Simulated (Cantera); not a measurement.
A Cantera script and what it prints.

```python
import numpy as np
import cantera as ct

gas_names = """
    Cr CrN N N2
""".split()
cond_names = """
    Cr(cr) Cr(L) CrN(s) Cr2N(s)
""".split()


# ... load() reads the species with a 1 bar reference pressure and builds the phases ...
atoms = {
    'Cr': {'Cr': 1},
    'N2': {'N': 2},
}
top_T = {'CrN(s)': 1900, 'Cr2N(s)': 1900}  # K; cautious upper limits of use, not melting points


# ... equilibrate(T, P, feed) seeds the gas with the atoms and calls Mixture.equilibrate('TP', solver="vcs", rtol=1e-11, max_steps=5000) ...
results = []
feed = {'Cr': 1, 'N2': 17}  # mol
P = 3800  # Pa
for T in [1950, 2000, 2050, 2100, 2150, 2200, 2250, 2300, 2350, 2400, 2450, 2500, 2550]:
    mix = equilibrate(T, P, feed)
    results.append((T, P, feed, dict(zip(mix.species_names, mix.species_moles))))
    x = sorted(zip(gas.X, gas.species_names), reverse=True)
    print(f"T = {T:g} K  P = {P:g} Pa  gas = {mix.phase_moles(0):.4g} mol")
    print("   x: " + "  ".join(f"{s} {v:.3e}" for v, s in x if v > 1e-05))
    print("   condensed (mol): " + ("  ".join(f"{mix.phase(i).name} {mix.phase_moles(i):.4g}"
          for i in range(1, mix.n_phases) if mix.phase_moles(i) > 1e-12) or "none"))
```

Result:

```
T = 1950 K  P = 3800 Pa  gas = 17.29 mol
   x: N2 9.831e-01  Cr 1.692e-02
   condensed (mol): Cr(cr) 0.7075
T = 2000 K  P = 3800 Pa  gas = 17.53 mol
   x: N2 9.699e-01  Cr 3.011e-02
   condensed (mol): Cr(cr) 0.4722
T = 2050 K  P = 3800 Pa  gas = 17.93 mol
   x: N2 9.480e-01  Cr 5.200e-02
   condensed (mol): Cr(cr) 0.06745
T = 2100 K  P = 3800 Pa  gas = 18 mol
   x: N2 9.444e-01  Cr 5.556e-02
   condensed (mol): none
T = 2150 K  P = 3800 Pa  gas = 18 mol
   x: N2 9.444e-01  Cr 5.556e-02
   condensed (mol): none
T = 2200 K  P = 3800 Pa  gas = 18 mol
   x: N2 9.444e-01  Cr 5.556e-02
   condensed (mol): none
T = 2250 K  P = 3800 Pa  gas = 18 mol
   x: N2 9.444e-01  Cr 5.556e-02
   condensed (mol): none
T = 2300 K  P = 3800 Pa  gas = 18 mol
   x: N2 9.444e-01  Cr 5.556e-02
   condensed (mol): none
T = 2350 K  P = 3800 Pa  gas = 18 mol
   x: N2 9.444e-01  Cr 5.556e-02
   condensed (mol): none
T = 2400 K  P = 3800 Pa  gas = 18 mol
   x: N2 9.444e-01  Cr 5.556e-02
   condensed (mol): none
T = 2450 K  P = 3800 Pa  gas = 18 mol
   x: N2 9.444e-01  Cr 5.556e-02
   condensed (mol): none
T = 2500 K  P = 3800 Pa  gas = 18 mol
   x: N2 9.444e-01  Cr 5.556e-02
   condensed (mol): none
T = 2550 K  P = 3800 Pa  gas = 18 mol
   x: N2 9.444e-01  Cr 5.556e-02
   condensed (mol): none
```

Method: chemical equilibrium by Gibbs-energy minimisation in Cantera with the NASA 1993 tables (ideal gas, pure condensed phases).
